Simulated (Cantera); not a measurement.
Input: 1 mol SiCl₄, 0.27 mol HCl, 32 mol H₂, held at 948 K and 0.0520 bar.

Method: chemical equilibrium by Gibbs-energy minimisation in Cantera with the NASA 1993 tables (ideal gas, pure condensed phases). The tables' values for SiCl₃ are old estimates; treat these amounts as uncertain. Equilibrium is a limit: real reactors are often held back by kinetics, nucleation or transport.

```
species    before     after
-------  --------  --------
H₂          0.955     0.857
HCl        0.0154     0.116
SiCl₄      0.0231    0.0259
SiHCl₃    0.00645  0.000861
SiH₂Cl₂  0.000183   2.89e-6
SiCl₂     9.08e-5   1.60e-6
SiCl₃    0.000249   3.50e-5
```
Gas species are given as mole fractions.

Which change was made?
(A) HCl from 0.27 to 4.3 mol
(B) HCl from 0.27 to 0.85 mol
(C) HCl from 0.27 to 0.88 mol
(D) temperature from 948 K to 1698.15 K

A, HCl from 0.27 to 4.3 mol
